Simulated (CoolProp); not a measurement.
A closed Brayton cycle with carbon dioxide: compressor inlet 305.15 K and 8.1 MPa, high pressure 18.3 MPa, turbine inlet 635 K, compressor efficiency 0.89, turbine efficiency 0.93, recuperator effectiveness 0.95 (on enthalpy, no pinch check). Each further row changes one setting.

Computed with CoolProp (reference Helmholtz-energy equation of state, Span 1996).

| case | thermal efficiency (%) | net work (kJ/kg) | compressor to turbine work | compressor exit (K) | turbine exit (K) |
|---|---|---|---|---|---|
| as stated | 29.1 | 66.0 | 0.20 | 325.9 | 548.1 |
| turbine inlet 585 K | 26.7 | 57.6 | [?] | 325.9 | 501.6 |
| compressor inlet 315.15 K | 28.8 | [?] | 0.39 | 374.9 | 548.1 |
| high pressure 15.6 MPa | 26.8 | 55.3 | 0.18 | 321.4 | 564.9 |
| recuperator effectiveness 0.5 | [?] | 66.0 | 0.20 | 325.9 | 548.1 |

Question: Some entries are withheld; supply them.

Answer: 
- turbine inlet 585 K, compressor to turbine work: 0.22
- compressor inlet 315.15 K, net work (kJ/kg): 49.8
- recuperator effectiveness 0.5, thermal efficiency (%): 18.6
